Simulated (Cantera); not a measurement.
An isothermal, constant-pressure homogeneous reactor starts with H₂ : O₂ : N₂ = 1.8 : 1 : 13 (molar parts), equivalence ratio 0.90, at 898 K and 645 Torr. Integrator tolerance rtol = 1e-08.

Cantera simulation using GRI-Mech 3.0 (53 species, 325 reactions); the numbers are that mechanism's predictions, not measurements. Below about 950 K walls govern HO2 and H2O2 in real vessels. The temperature is held fixed by assumption; the heat of reaction is taken as removed at once.

**Question.** What does this change do: H2 1.8 to 0.39 parts?

**Answer.** 
| quantity | before | after |
|---|---|---|
| x(H₂) at 4.00 s | 0.0563 (gas-phase equilibrium 4.76e-12) | 0.00329 (gas-phase equilibrium <1e-12) |
| x(O₂) at 4.00 s | 0.0346 (gas-phase equilibrium 0.00671) | 0.0582 (gas-phase equilibrium 0.0567) |
| x(NO) at 4.00 s | 2.70e-12 (gas-phase equilibrium 1.70e-6) | 1.76e-12 (gas-phase equilibrium 5.06e-6) |
| x(OH) at 4.00 s | 1.53e-8 (gas-phase equilibrium 6.05e-9) | 5.96e-8 (gas-phase equilibrium 4.92e-9) |
| x(HO₂) at 4.00 s | 1.47e-5 (gas-phase equilibrium 1.21e-11) | 8.17e-6 (gas-phase equilibrium 2.86e-11) |
